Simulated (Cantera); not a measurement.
Feed: 1 mol CuO, 75 mol H2, 0.044 mol H2O, at 1052 °C and 100 Torr.

Equilibrium computed with Cantera from the NASA thermochemical tables; the gas is ideal and each condensed phase is pure. Candidate condensed phases: Cu, CuO, Cu(OH)2, Cu2O, H2O; 12 gas species. Rates play no part.

Base state: H2 0.986, H2O 0.0139 (mole fractions); condensed: Cu(s).

Question: What changes in the equilibrium state with this change: CuO replaced by Ta2O5?

Answer: 
| species | before | after |
|---|---|---|
| H2 | 0.986 | 0.999 |
| H2O | 0.0139 | 0.000586 |
| Cu(s), mol | 1.000 | 0 |
| Ta2O5(s), mol | 0 | 1.00 |
Further candidate phases: Ta, Ta2O5.
